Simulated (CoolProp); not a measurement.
Aqueous lithium chloride as a coolant, 15 % by mass, freezing at -23.9 °C, 1 atm.

Values from CoolProp's Melinder's fits for secondary coolants.

```
T (°C)  Prandtl number  cp (kJ/(kg K))  conductivity (W/(m K))  density (kg/m³)
------  --------------  --------------  ----------------------  ---------------
-16.2             34.3           3.301                   0.510             1092
-10.1                ?           3.326                       ?             1091
-4                   ?           3.351                       ?             1090
2.1               17.1           3.375                   0.537                ?
8.1               14.3           3.400                   0.545                ?
14.2              12.1           3.424                   0.554             1087
20.3              10.4           3.449                   0.563             1085
26.4              9.05           3.473                       ?             1083
32.4              7.94           3.498                   0.580             1081
```

Task: Fill in the missing entries.

Result: 
- -10.1, Prandtl number: 26.5
- -10.1, conductivity (W/(m K)): 0.519
- -4, Prandtl number: 21.0
- -4, conductivity (W/(m K)): 0.528
- 2.1, density (kg/m³): 1089
- 8.1, density (kg/m³): 1088
- 26.4, conductivity (W/(m K)): 0.572
